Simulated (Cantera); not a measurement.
Charge: 1 mol HMDSO, a varied amount of N2O, at 750 °C and 0.133 bar.

These are equilibrium values from Cantera (NASA tables, ideal gas, pure condensed phases), not measurements of a reactor. Candidate condensed phases: C, C6H6, C7H8, C8H18, H2O, Si, SiC, SiO2, Si2N2O, Si3N4; 151 gas species. The feed counts by its element totals alone. Equilibrium is a limit: real reactors are often held back by kinetics, nucleation or transport.

Q: At 33 mol N2O, list the 5 most abundant gas species with their mole fractions, and the condensed phases.

A: N2 0.629, H2O 0.171, CO2 0.114, O2 0.0857, NO 2.29e-5. Condensed: SiO2(β-quartz).
